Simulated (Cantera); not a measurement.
A perfectly stirred reactor is fed with NO : N₂ = 1 : 2.4 (molar parts), at 0.0430 bar; it is held at 1900 K, and followed from long to short residence time.

Computed with Cantera and GRI-Mech 3.0 (53 species, 325 reactions). Radical loss at walls, strong at low pressure, is not modelled.

**Question.** What does this change do: temperature 1900 to 1950 K?

**Answer.** 
```csv
quantity,before,after
x(NO) at τ = 2.20 s,0.278,0.266
x(N₂) at τ = 2.20 s,0.714,0.720
x(O) at τ = 2.20 s,0.000170,0.000314
x(N₂O) at τ = 2.20 s,3.01e-5,2.72e-5
x(O₂) at τ = 2.20 s,0.00773,0.0140
x(NO) at τ = 7.80 ms,0.294,0.294
x(N₂) at τ = 7.80 ms,0.706,0.706
x(O) at τ = 7.80 ms,1.74e-5,2.82e-5
x(N₂O) at τ = 7.80 ms,1.11e-5,1.45e-5
x(O₂) at τ = 7.80 ms,1.92e-6,3.91e-6
```

**Question.** What does this change do: N2 2.4 to 0.84 parts?

**Answer.** 
```csv
quantity,before,after
x(NO) at τ = 2.20 s,0.278,0.497
x(N₂) at τ = 2.20 s,0.714,0.480
x(O) at τ = 2.20 s,0.000170,0.000275
x(N₂O) at τ = 2.20 s,3.01e-5,8.96e-5
x(O₂) at τ = 2.20 s,0.00773,0.0232
x(NO) at τ = 7.80 ms,0.294,0.543
x(N₂) at τ = 7.80 ms,0.706,0.457
x(O) at τ = 7.80 ms,1.74e-5,4.90e-5
x(N₂O) at τ = 7.80 ms,1.11e-5,3.75e-5
x(O₂) at τ = 7.80 ms,1.92e-6,1.29e-5
```
